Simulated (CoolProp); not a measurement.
Vapour-liquid equilibrium of acetone (1) + water (2) at 57.95 °C; x and y are mole fractions of (1).

The numbers come from the multi-fluid Helmholtz-energy mixture model, Lemmon 2006 and Wagner 2002; pair parameters Bell 2016 in CoolProp.

Q: Give the bubble pressure and the first vapour's composition at x = 0.2, 0.725, 0.875. Is there an azeotrope?

A: x = 0.2: 0.08604 MPa, y = 0.812; x = 0.725: 0.09766 MPa, y = 0.865; x = 0.875: 0.1033 MPa, y = 0.924. No azeotrope shows between x = 0.05 and 0.95.

Pair parameters are fitted to limited data, so mixtures are less certain than the pure fluids. With so large a gap from Raoult's law the liquid may split in two, which this calculation doesn't test in full.
